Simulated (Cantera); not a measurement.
A perfectly stirred reactor is fed with 3.23 % C2H6, 96.8 % H2, at 0.250 bar; it is held at 1375 K, and followed from long to short residence time.

Cantera simulation using GRI-Mech 3.0 (53 species, 325 reactions); the numbers are that mechanism's predictions, not measurements. GRI-Mech 3.0 stops at C3 and has no aromatics, soot or wall deposition, so with more carbon than oxygen in the feed, carbon stays in small species such as C2H2 where larger ones or solid carbon would form.

**Question.** Predict: x(C2H6) at τ = 1.20 s; x(H2) at τ = 1.20 s; x(C2H2) at τ = 1.20 s; x(C2H4) at τ = 1.20 s; x(C2H6) at τ = 11.0 ms; x(H2) at τ = 11.0 ms; x(C2H2) at τ = 11.0 ms; x(C2H4) at τ = 11.0 ms.

**Answer.** 
| Quantity | Result |
|---|---|
| x(C2H6) at τ = 1.20 s | 9.71e-5 |
| x(H2) at τ = 1.20 s | 0.959 |
| x(C2H2) at τ = 1.20 s | 0.0160 |
| x(C2H4) at τ = 1.20 s | 0.00504 |
| x(C2H6) at τ = 11.0 ms | 0.00224 |
| x(H2) at τ = 11.0 ms | 0.960 |
| x(C2H2) at τ = 11.0 ms | 0.00716 |
| x(C2H4) at τ = 11.0 ms | 0.0136 |
